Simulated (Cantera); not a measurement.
An isothermal, constant-pressure homogeneous reactor starts with CO : O2 : H2O : N2 = 0.017 : 0.016 : 0.00023 : 1 (molar parts), equivalence ratio 0.53, at 1050 K and 1.00 bar.

Cantera simulation using GRI-Mech 3.0 (53 species, 325 reactions); the numbers are that mechanism's predictions, not measurements.

Predict: x(CO) at 4.00 s; x(O2) at 4.00 s; x(H2O) at 4.00 s; x(H2) at 4.00 s; x(OH) at 4.00 s; x(CO2) at 4.00 s; x(NO) at 4.00 s.


```
Quantity                                              Value
----------------  -----------------------------------------
x(CO) at 4.00 s   0.000687 (gas-phase equilibrium 6.00e-11)
x(O2) at 4.00 s     0.00766 (gas-phase equilibrium 0.00731)
x(H2O) at 4.00 s  0.000223 (gas-phase equilibrium 0.000224)
x(H2) at 4.00 s      6.12e-7 (gas-phase equilibrium <1e-12)
x(OH) at 4.00 s     2.60e-7 (gas-phase equilibrium 5.99e-9)
x(CO2) at 4.00 s      0.0159 (gas-phase equilibrium 0.0166)
x(NO) at 4.00 s     2.04e-7 (gas-phase equilibrium 1.10e-5)
```
